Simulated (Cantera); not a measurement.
What does this Cantera script print?

```python
import numpy as np
import cantera as ct

gas = ct.Solution("gri30.yaml")
gas.TPX = 1400, 2700000, {'CO': 1, 'H2': 0.62, 'O2': 1.08, 'N2': 4.06}
reactor = ct.IdealGasReactor(gas, energy="on", clone=False)
net = ct.ReactorNet([reactor])
net.rtol, net.atol = 1e-08, 1e-16
show = ['CO', 'H2', 'O2', 'N2O', 'OH']
times = np.geomspace(2e-06, 0.2, 12)

steps = ct.SolutionArray(gas, extra=["t"])
rows = []
print(f"{'t/s':>10s}{'T/K':>9s}{'P/Pa':>11s}" + "".join(f"{s:>11s}" for s in show))
for t in times:
    while net.time < t:
        t_next = net.step()
        steps.append(gas.state, t=t_next)
    rows.append([np.interp(t, steps.t, y) for y in (steps.T, steps.P, *steps(*show).X.T)])
    print(f"{t:10.3e}{rows[-1][0]:9.1f}{rows[-1][1]:11.4g}" + "".join(f"{x:11.3e}" for x in rows[-1][2:]))
rate = np.gradient(steps.T, steps.t)
print("integrator steps:", len(steps.t))
if steps.T.max() > steps.T[0] + 200:
    print(f"time of steepest temperature rise: {steps.t[rate.argmax()]:.4e} s")
gas.TPX = 1400, 2700000, {'CO': 1, 'H2': 0.62, 'O2': 1.08, 'N2': 4.06}
gas.equilibrate("UV")
print(f"equilibrium (UV): T = {gas.T:.1f} K  " + "  ".join(f"{s} {gas[s].X[0]:.3e}" for s in show))
```

It prints:

```
       t/s      T/K       P/Pa         CO         H2         O2        N2O         OH
 2.000e-06   1430.9  2.754e+06  1.475e-01  8.836e-02  1.574e-01  8.276e-09  1.575e-04
 5.696e-06   3090.6  5.389e+06  3.441e-02  3.139e-03  5.574e-02  7.740e-06  1.611e-02
 1.622e-05   3079.4  5.367e+06  3.419e-02  3.135e-03  5.246e-02  7.770e-06  1.555e-02
 4.620e-05   3063.8  5.337e+06  3.395e-02  3.135e-03  4.815e-02  8.083e-06  1.480e-02
 1.316e-04   3057.5  5.324e+06  3.387e-02  3.137e-03  4.643e-02  8.286e-06  1.450e-02
 3.748e-04   3057.3  5.324e+06  3.387e-02  3.137e-03  4.638e-02  8.293e-06  1.449e-02
 1.067e-03   3057.3  5.324e+06  3.387e-02  3.137e-03  4.638e-02  8.293e-06  1.449e-02
 3.040e-03   3057.3  5.324e+06  3.387e-02  3.137e-03  4.638e-02  8.293e-06  1.449e-02
 8.658e-03   3057.3  5.324e+06  3.387e-02  3.137e-03  4.638e-02  8.293e-06  1.449e-02
 2.466e-02   3057.3  5.324e+06  3.387e-02  3.137e-03  4.638e-02  8.293e-06  1.449e-02
 7.022e-02   3057.3  5.324e+06  3.387e-02  3.137e-03  4.638e-02  8.293e-06  1.449e-02
 2.000e-01   3057.3  5.324e+06  3.387e-02  3.137e-03  4.638e-02  8.293e-06  1.449e-02
integrator steps: 1332
time of steepest temperature rise: 2.5483e-06 s
equilibrium (UV): T = 3057.3 K  CO 3.387e-02  H2 3.137e-03  O2 4.638e-02  N2O 8.293e-06  OH 1.449e-02
```

Model: GRI-Mech 3.0 (53 species, 325 reactions), integrated in Cantera. The hydrogen kinetics of GRI-Mech 3.0 are dated; newer H2 mechanisms differ, most at raised pressure. The pressure lies above the range GRI-Mech 3.0 was tuned for (to about 10 atm). Above 3000 K some thermodynamic fits are extrapolated.
